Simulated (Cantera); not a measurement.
What does this Cantera script print?

```python
import numpy as np
import cantera as ct

gas = ct.Solution("gri30.yaml")
gas.TPX = 623, 260000, {'CO': 1, 'H2': 0.055, 'O2': 0.776, 'N2': 2.48, 'CO2': 0.85}
flame = ct.FreeFlame(gas, width=0.02)
flame.set_refine_criteria(ratio=3, slope=0.08, curve=0.16)
flame.transport_model = "mixture-averaged"
flame.solve(loglevel=0, auto=True)
z, T = flame.grid, flame.T
thick = (T[-1] - T[0]) / np.gradient(T, z).max()
show = ['CO', 'H2', 'O2', 'HO2', 'CO2', 'N2O']
print(f"laminar burning velocity  {flame.velocity[0] * 100:.3f} cm/s")
print(f"burnt temperature         {T[-1]:.1f} K")
print(f"thermal thickness         {thick * 1e3:.4f} mm")
print(f"grid points               {len(z)}")
z0 = z[flame.heat_release_rate.argmax()]
print(f"{'z/mm':>9s}{'T/K':>9s}{'u/(m/s)':>9s}" + "".join(f"{s:>11s}" for s in show))
rows = []
for k in (-3, -2, -1.5, -1, -0.5, -0.25, 0, 0.25, 0.5, 1, 2, 4, 8):
    zz = z0 + k * thick
    rows.append([k * thick, np.interp(zz, z, T), np.interp(zz, z, flame.velocity),
                 *(np.interp(zz, z, flame.X[gas.species_index(s)]) for s in show)])
    print(f"{rows[-1][0] * 1e3:9.3f}{rows[-1][1]:9.1f}{rows[-1][2]:9.3f}" + "".join(f"{x:11.3e}" for x in rows[-1][3:]))
```

Output:

```
laminar burning velocity  40.285 cm/s
burnt temperature         2083.6 K
thermal thickness         0.4363 mm
grid points               109
     z/mm      T/K  u/(m/s)         CO         H2         O2        HO2        CO2        N2O
   -1.309    623.0    0.403  1.938e-01  1.039e-02  1.504e-01  1.284e-08  1.647e-01  2.481e-12
   -0.873    623.4    0.403  1.939e-01  9.876e-03  1.505e-01  1.436e-07  1.648e-01  3.702e-11
   -0.654    624.9    0.404  1.939e-01  9.195e-03  1.505e-01  7.937e-07  1.650e-01  2.741e-10
   -0.436    635.4    0.410  1.932e-01  7.836e-03  1.503e-01  5.652e-06  1.656e-01  2.750e-09
   -0.218    753.0    0.483  1.828e-01  4.966e-03  1.453e-01  8.465e-05  1.746e-01  5.575e-08
   -0.109   1012.9    0.641  1.555e-01  2.844e-03  1.313e-01  1.503e-04  2.041e-01  2.493e-07
    0.000   1359.4    0.839  1.089e-01  9.094e-04  1.058e-01  5.961e-05  2.605e-01  7.539e-07
    0.109   1590.9    0.963  7.196e-02  3.258e-04  8.605e-02  3.034e-05  3.072e-01  1.227e-06
    0.218   1720.6    1.030  5.237e-02  2.611e-04  7.652e-02  1.946e-05  3.324e-01  1.407e-06
    0.436   1848.4    1.096  3.530e-02  2.015e-04  6.890e-02  1.034e-05  3.544e-01  1.522e-06
    0.873   1945.7    1.144  2.250e-02  1.281e-04  6.347e-02  4.851e-06  3.706e-01  1.504e-06
    1.745   2011.0    1.177  1.337e-02  7.492e-05  5.958e-02  2.276e-06  3.820e-01  1.193e-06
    3.490   2052.7    1.197  7.335e-03  4.093e-05  5.701e-02  1.147e-06  3.895e-01  7.381e-07
```

Detailed kinetics in Cantera: GRI-Mech 3.0 (53 species, 325 reactions). The hydrogen kinetics of GRI-Mech 3.0 are dated; newer H2 mechanisms differ, most at raised pressure. Burning velocities carry a grid error of a few per cent, more on coarse grids.
